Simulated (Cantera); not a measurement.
An isothermal, constant-pressure homogeneous reactor starts with H2 : O2 : N2 = 0.0056 : 1 : 0.43 (molar parts), equivalence ratio 0.0028, at 1275 K and 0.00440 bar. Integrator tolerance rtol = 1e-08.

Cantera simulation using GRI-Mech 3.0 (53 species, 325 reactions); the numbers are that mechanism's predictions, not measurements. Radical loss at walls, strong at low pressure, is not modelled.

Question: What does this change do: temperature 1275 to 1375 K?

Answer: 
```json
[
 {"quantity": "x(H2) at 2.00 s", "before": "6.82e-6 (gas-phase equilibrium 3.92e-9)", "after": "7.24e-6 (gas-phase equilibrium 2.17e-8)"},
 {"quantity": "x(O2) at 2.00 s", "before": "0.694 (gas-phase equilibrium 0.696)", "after": "0.693 (gas-phase equilibrium 0.696)"},
 {"quantity": "x(N2O) at 2.00 s", "before": "3.36e-9 (gas-phase equilibrium 1.04e-9)", "after": "3.70e-9 (gas-phase equilibrium 1.86e-9)"},
 {"quantity": "x(NO) at 2.00 s", "before": "9.80e-9 (gas-phase equilibrium 0.000379)", "after": "2.91e-8 (gas-phase equilibrium 0.000709)"},
 {"quantity": "x(O) at 2.00 s", "before": "0.00257 (gas-phase equilibrium 1.41e-6)", "after": "0.00286 (gas-phase equilibrium 8.06e-6)"},
 {"quantity": "x(H2O) at 2.00 s", "before": "0.00370 (gas-phase equilibrium 0.00390)", "after": "0.00364 (gas-phase equilibrium 0.00390)"},
 {"quantity": "x(OH) at 2.00 s", "before": "0.000337 (gas-phase equilibrium 8.11e-6)", "after": "0.000451 (gas-phase equilibrium 2.48e-5)"}
]
```
